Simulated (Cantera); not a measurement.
An isothermal, constant-pressure homogeneous reactor starts with NH3 : H2 = 1 : 15 (molar parts), at 1850 K and 443 Torr.

Computed with Cantera and the gas-phase N/H chemistry of the illustrative SiF4/NH3 mechanism in the Surface Chemkin manual (1991). Walls and surfaces, which speed up NH3 decomposition in real reactors, are not modelled.

Predict: x(NH3) at 3.00 s; x(H2) at 3.00 s; x(H) at 3.00 s; x(N2H2) at 3.00 s; x(N2) at 3.00 s; x(NH2) at 3.00 s.


```json
{
  "x(NH3) at 3.00 s": "0.00654 (gas-phase equilibrium 2.53e-6)",
  "x(H2) at 3.00 s": "0.966 (gas-phase equilibrium 0.970)",
  "x(H) at 3.00 s": "0.000658 (gas-phase equilibrium 0.000695)",
  "x(N2H2) at 3.00 s": "1.98e-9 (gas-phase equilibrium <1e-12)",
  "x(N2) at 3.00 s": "0.0263 (gas-phase equilibrium 0.0294)",
  "x(NH2) at 3.00 s": "1.22e-5 (gas-phase equilibrium 4.97e-9)"
}
```
